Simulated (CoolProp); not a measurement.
Vapour-liquid equilibrium of trans-2-butene (1) + acetone (2) at 0.504 MPa; x and y are mole fractions of (1).

Computed with CoolProp (multi-fluid Helmholtz-energy mixture model, Lemmon 2005 and Lemmon 2006; pair parameters Bell 2016).

```json
[
 {"x": "0.05", "bubble temperature, mixture model (°C)": "101.2", "bubble temperature, Raoult's law (°C)": "106.7", "y, mixture model": "0.250", "y, Raoult's law": "0.170"},
 {"x": "0.2", "bubble temperature, mixture model (°C)": "78.4", "bubble temperature, Raoult's law (°C)": "92.5", "y, mixture model": "0.633", "y, Raoult's law": "0.515"},
 {"x": "0.35", "bubble temperature, mixture model (°C)": "67.1", "bubble temperature, Raoult's law (°C)": "81.4", "y, mixture model": "0.766", "y, Raoult's law": "0.711"},
 {"x": "0.5", "bubble temperature, mixture model (°C)": "61.4", "bubble temperature, Raoult's law (°C)": "72.3", "y, mixture model": "0.827", "y, Raoult's law": "0.830"},
 {"x": "0.65", "bubble temperature, mixture model (°C)": "57.8", "bubble temperature, Raoult's law (°C)": "64.9", "y, mixture model": "0.867", "y, Raoult's law": "0.906"},
 {"x": "0.8", "bubble temperature, mixture model (°C)": "55.0", "bubble temperature, Raoult's law (°C)": "58.6", "y, mixture model": "0.908", "y, Raoult's law": "0.956"},
 {"x": "0.95", "bubble temperature, mixture model (°C)": "52.4", "bubble temperature, Raoult's law (°C)": "53.3", "y, mixture model": "0.970", "y, Raoult's law": "0.991"}
]
```

The largest gap from Raoult's law is -14.3 K in bubble temperature, at x = 0.35. No azeotrope shows between x = 0.05 and 0.95.

Pair parameters are fitted to limited data, so mixtures are less certain than the pure fluids.
